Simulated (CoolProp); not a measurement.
R143a at 399.22 K and 0.247 MPa is compressed adiabatically to 0.919 MPa with isentropic efficiency 0.6. Each further row changes one setting.

Values from CoolProp's reference Helmholtz-energy equation of state, Lemmon and Jacobsen 2000.

```
case             work (kJ/kg)  final temperature (K)  final density (kg/m³)
---------------  ------------  ---------------------  ---------------------
as stated                89.6                  477.6                   20.0
efficiency 1             53.8                  449.0                   21.5
efficiency 0.65          82.7                  472.2                   20.3
```
